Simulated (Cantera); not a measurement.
A closed system holds: 1 mol SiH2Cl2, 1.5 mol NH3, 1.7 mol H2, held at 18000 Pa.

These are equilibrium values from Cantera (NASA tables, ideal gas, pure condensed phases), not measurements of a reactor. Candidate condensed phases: NH4Cl, Si, Si3N4; 28 gas species. The tables' values for SiCl3 are old estimates; treat these amounts as uncertain. The numbers say what is thermodynamically allowed, not how fast it happens. All values below are at 1025 K.

Base state: H2 0.694, HCl 0.263, N2 0.0258, SiCl4 0.0174, SiHCl3 0.000396, SiCl3 2.66e-5 (mole fractions); condensed: Si3N4(s).

What changes in the equilibrium state with this change: SiH2Cl2 replaced by SiCl4?


```
species          before     after
-------------  --------  --------
H2                0.694     0.485
HCl               0.263     0.372
SiCl4            0.0174    0.0764
N2               0.0258    0.0657
SiCl3           2.66e-5   6.91e-5
SiHCl3         0.000396  0.000858
Si3N4(s), mol     0.298     0.182
```
